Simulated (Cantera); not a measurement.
What does this Cantera script print?

```python
import numpy as np
import cantera as ct

gas = ct.Solution("gri30.yaml")


def delay(T, t_max=10):
    gas.TPX = T, 220000, {'CH3OH': 1, 'O2': 0.882, 'N2': 3.32}
    reactor = ct.IdealGasConstPressureReactor(gas, clone=False)
    net = ct.ReactorNet([reactor])
    net.rtol, net.atol = 1e-8, 1e-16
    while net.time < t_max:
        t_old, T_old = net.time, reactor.T
        net.step()
        if reactor.T > T + 400:  # ignition: a rise of 400 K
            return t_old + (T + 400 - T_old) / (reactor.T - T_old) * (net.time - t_old)
    return np.nan


taus = []
for T in [1098, 1173, 1248, 1323, 1398, 1473, 1548, 1623]:
    taus.append(delay(T))
    print(f"T0 = {T:6g} K   tau = {taus[-1]:.4e} s")
```

Result:

```
T0 =   1098 K   tau = 2.7657e-02 s
T0 =   1173 K   tau = 6.7877e-03 s
T0 =   1248 K   tau = 1.9938e-03 s
T0 =   1323 K   tau = 6.8413e-04 s
T0 =   1398 K   tau = 2.6929e-04 s
T0 =   1473 K   tau = 1.1974e-04 s
T0 =   1548 K   tau = 5.9207e-05 s
T0 =   1623 K   tau = 3.2014e-05 s
```

Cantera simulation using GRI-Mech 3.0 (53 species, 325 reactions); the numbers are that mechanism's predictions, not measurements. GRI-Mech 3.0 was tuned for natural gas; its chemistry of methanol as a main component is partial and can be far from experiment.
